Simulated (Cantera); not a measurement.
A closed system holds: 1 mol Cr, 6.3 mol NH3, 16 mol N2, held at 97.5 Torr.

Equilibrium computed with Cantera from the NASA thermochemical tables; the gas is ideal and each condensed phase is pure. Candidate condensed phases: Cr, CrN, Cr2N; 11 gas species. The numbers say what is thermodynamically allowed, not how fast it happens.

x: gas mole fraction; n: condensed amount in mol.

| T (K) | x N2 | x H2 | x H | x Cr | x N | n Cr(s) |
|---|---|---|---|---|---|---|
| 1650 | 0.669 | 0.330 | 0.000145 | 7.08e-5 | [?] | 0.998 |
| 1750 | 0.669 | 0.330 | 0.000371 | 0.000346 | [?] | 0.990 |
| 1850 | 0.668 | 0.329 | 0.000858 | 0.00141 | [?] | 0.960 |
| 1950 | 0.666 | 0.328 | 0.00182 | 0.00494 | [?] | 0.858 |
| 2050 | 0.658 | 0.323 | 0.00358 | 0.0152 | [?] | 0.558 |
| 2150 | 0.645 | 0.315 | 0.00656 | 0.0337 | [?] | 0 |
| 2250 | 0.643 | 0.312 | 0.0115 | 0.0336 | [?] | 0 |
| 2350 | 0.641 | 0.307 | 0.0192 | 0.0335 | [?] | 0 |
| 2450 | 0.637 | 0.299 | 0.0305 | 0.0333 | [?] | 0 |
| 2550 | 0.632 | 0.289 | 0.0465 | 0.0330 | [?] | 0 |
| 2650 | 0.625 | 0.274 | 0.0681 | 0.0326 | [?] | 0 |
| 2750 | 0.616 | 0.256 | 0.0960 | 0.0322 | [?] | 0 |

Task: Fill in the missing entries.

Result: 
- 1650, x N: 4.52e-12
- 1750, x N: 3.32e-11
- 1850, x N: 1.97e-10
- 1950, x N: 9.74e-10
- 2050, x N: 4.11e-9
- 2150, x N: 1.51e-8
- 2250, x N: 4.97e-8
- 2350, x N: 1.48e-7
- 2450, x N: 4.03e-7
- 2550, x N: 1.01e-6
- 2650, x N: 2.38e-6
- 2750, x N: 5.23e-6
